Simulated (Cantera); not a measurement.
Mixture: CO : H₂ : O₂ : N₂ = 1 : 0.11 : 1.32 : 8.72 (molar parts), at 10.0 bar, adiabatic and at constant pressure. Ignition delay is the time to a rise of 400 K.

Computed with Cantera and GRI-Mech 3.0 (53 species, 325 reactions). The hydrogen kinetics of GRI-Mech 3.0 are dated; newer H2 mechanisms differ, most at raised pressure. Below about 950 K walls govern HO2 and H2O2 in real vessels. Where the delays flatten at high temperature, the 400 K rule measures the pace of heat release, not the induction time.

Task: Predict: delay at 925 K; delay at 1125 K; delay at 1325 K; delay at 1525 K; delay at 1725 K.

Result: 
| Quantity | Value |
|---|---|
| delay at 925 K | 92.7 ms |
| delay at 1125 K | 0.856 ms |
| delay at 1325 K | 50.5 µs |
| delay at 1525 K | 22.3 µs |
| delay at 1725 K | 16.3 µs |
